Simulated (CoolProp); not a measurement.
The numbers come from the reference Helmholtz-energy equation of state, Lemmon 2006 in CoolProp. It is a short technical equation, of lower accuracy than the large ones.

**Question.** For CH3F (R41), give the phase and the cp (kJ/(kg K)), cv (kJ/(kg K)), speed of sound (m/s) at -129.45 °C and 128 kPa; 142.25 °C and 5590 kPa; 96.05 °C and 324 kPa.

**Answer.** 
- -129.45 °C and 128 kPa: liquid; cp 2.09, cv 1.44, speed of sound 1360
- 142.25 °C and 5590 kPa: gas; cp 1.67, cv 1.17, speed of sound 325
- 96.05 °C and 324 kPa: gas; cp 1.26, cv 0.997, speed of sound 333
